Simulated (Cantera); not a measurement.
A freely propagating, adiabatic, planar premixed flame of CH₄ : H₂ : O₂ : N₂ : H₂O = 1 : 0.042 : 1.55 : 4.82 : 0.44 (molar parts), equivalence ratio 1.3, unburnt at 623 K and 4200 Torr; mixture-averaged transport, grid criteria slope 0.08 and curve 0.16, no radiation.

Computed with Cantera and GRI-Mech 3.0 (53 species, 325 reactions). Burning velocities carry a grid error of a few per cent, more on coarse grids.

How do the results move with these cheaper or finer settings: unity-Lewis-number transport; multicomponent transport; multicomponent+Soret transport; grid criteria slope 0.5, curve 1; grid criteria slope 0.25, curve 0.5; grid criteria slope 0.03, curve 0.06?


| setting | laminar burning velocity | thermal thickness | peak x(C₂H₆) | peak x(H) | grid points |
|---|---|---|---|---|---|
| as above | 64.0 cm/s | 0.107 mm | 0.00136 | 0.00417 | 142 |
| unity-Lewis-number transport | 44.4 cm/s | 0.136 mm | 0.00104 | 0.00482 | 138 |
| multicomponent transport | 64.4 cm/s | 0.109 mm | 0.00139 | 0.00419 | 142 |
| multicomponent+Soret transport | 64.8 cm/s | 0.107 mm | 0.00139 | 0.00435 | 142 |
| grid criteria slope 0.5, curve 1 | 72.6 cm/s | 0.115 mm | 0.00136 | 0.00447 | 35 |
| grid criteria slope 0.25, curve 0.5 | 66.6 cm/s | 0.110 mm | 0.00136 | 0.00428 | 58 |
| grid criteria slope 0.03, curve 0.06 | 62.9 cm/s | 0.106 mm | 0.00137 | 0.00413 | 333 |
The base run took very roughly 6 core-seconds.
Unity Lewis numbers drop preferential diffusion, which matters most where H2 and H carry the flame; Soret adds thermal diffusion.
